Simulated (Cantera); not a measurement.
An isothermal, constant-pressure homogeneous reactor starts with CO : O2 : H2O : N2 = 0.02 : 0.076 : 0.0035 : 1 (molar parts), equivalence ratio 0.13, at 875 K and 1.00 bar. Integrator tolerance rtol = 1e-08.

Detailed kinetics in Cantera: GRI-Mech 3.0 (53 species, 325 reactions).

Task: What does this change do: temperature 875 to 1250 K?

Result: 
```csv
quantity,before,after
x(CO) at 1.00 s,0.0182 (gas-phase equilibrium <1e-12),8.67e-8 (gas-phase equilibrium 4.06e-9)
x(O2) at 1.00 s,0.0691 (gas-phase equilibrium 0.0606),0.0606 (gas-phase equilibrium 0.0605)
x(H2O) at 1.00 s,0.00318 (gas-phase equilibrium 0.00321),0.00321 (gas-phase equilibrium 0.00321)
x(H) at 1.00 s,1.22e-11 (gas-phase equilibrium <1e-12),4.37e-11 (gas-phase equilibrium 1.04e-11)
x(OH) at 1.00 s,2.42e-11 (gas-phase equilibrium 9.30e-10),1.24e-6 (gas-phase equilibrium 7.57e-7)
x(NO) at 1.00 s,<1e-12 (gas-phase equilibrium 3.79e-6),5.09e-7 (gas-phase equilibrium 0.000164)
x(O) at 1.00 s,5.93e-10 (gas-phase equilibrium <1e-12),4.63e-8 (gas-phase equilibrium 1.71e-8)
```
